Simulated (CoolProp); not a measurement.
Saturation properties of ammonia (Tc = 132.4 °C, pc = 11360 kPa, ω = 0.256).

Values from CoolProp's reference Helmholtz-energy equation of state, Gao 2020.

| T (°C) | p (kPa) | liquid density (kg/m³) | enthalpy of vaporisation (kJ/kg) | liquid cp (kJ/(kg K)) | vapour viscosity (µPa s) |
|---|---|---|---|---|---|
| 11.55 | 648.4 | 622.6 | 1219 | 4.678 | 9.41 |
| 21.85 | 908.9 | 607.7 | 1179 | 4.754 | 9.73 |
| 32.05 | 1239 | 592.2 | 1136 | 4.846 | 10.1 |
| 42.35 | 1658 | 575.8 | 1089 | 4.962 | 10.4 |
| 52.55 | 2171 | 558.6 | 1038 | 5.109 | 10.8 |
| 62.85 | 2801 | 540.1 | 981.7 | 5.301 | 11.2 |
| 73.05 | 3551 | 520.2 | 920.2 | 5.557 | 11.6 |
| 83.35 | 4451 | 498.3 | 850.6 | 5.921 | 12.1 |
| 93.55 | 5501 | 474.0 | 772.0 | 6.469 | 12.8 |
| 103.85 | 6741 | 445.6 | 678.8 | 7.418 | 13.7 |
| 114.05 | 8171 | 410.9 | 564.6 | 9.404 | 15.0 |
| 124.35 | 9849 | 361.3 | 402.4 | 16.51 | 17.5 |

It boils at -33.3 °C under 1 atm.

Viscosity comes from a separate model (Fenghour 1995).
